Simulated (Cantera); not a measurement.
## SiCl4 + C2H4 + H2 (silicon carbide growth)

Input: 1 mol SiCl4, 0.23 mol C2H4, 1400 mol H2, at 360 Torr.

Method: chemical equilibrium by Gibbs-energy minimisation in Cantera with the NASA 1993 tables (ideal gas, pure condensed phases). Candidate condensed phases: C, C6H6, C7H8, C8H18, Si, SiC; 109 gas species. Mutual solubility and eutectic melting of coexisting phases are not modelled. Gases not in the tables: Si2H6 and higher silanes. Equilibrium is a limit: real reactors are often held back by kinetics, nucleation or transport.

From 1223 K to 1673 K the condensed part is Si(s) + SiC(s). From 1748 K to 1973 K the condensed part is Si(l) + SiC(s). The main Si-bearing gas is SiCl2 at 1223 K and SiH2 at 1973 K.

| T (K) | log p H2 | log p HCl | log p H | log p SiH2 | n Si(s) | n SiC(s) | n Si(l) |
|---|---|---|---|---|---|---|---|
| 1223 | -0.32 | -2.87 | -6.68 | -8.05 | 0.515 | 0.443 | 0 |
| 1298 | -0.32 | -2.87 | -6.13 | -7.45 | 0.519 | 0.444 | 0 |
| 1373 | -0.32 | -2.87 | -5.64 | -6.92 | 0.518 | 0.446 | 0 |
| 1448 | -0.32 | -2.87 | -5.20 | -6.45 | 0.515 | 0.447 | 0 |
| 1523 | -0.32 | -2.87 | -4.80 | -6.02 | 0.511 | 0.448 | 0 |
| 1598 | -0.32 | -2.87 | -4.43 | -5.63 | 0.504 | 0.448 | 0 |
| 1673 | -0.32 | -2.87 | -4.10 | -5.28 | 0.491 | 0.449 | 0 |
| 1748 | -0.32 | -2.87 | -3.80 | -5.01 | 0 | 0.448 | 0.476 |
| 1823 | -0.32 | -2.87 | -3.52 | -4.77 | 0 | 0.447 | 0.445 |
| 1898 | -0.32 | -2.87 | -3.27 | -4.56 | 0 | 0.444 | 0.381 |
| 1973 | -0.32 | -2.87 | -3.03 | -4.36 | 0 | 0.438 | 0.255 |
log p: log10 of the partial pressure in bar; n: condensed amount in mol.
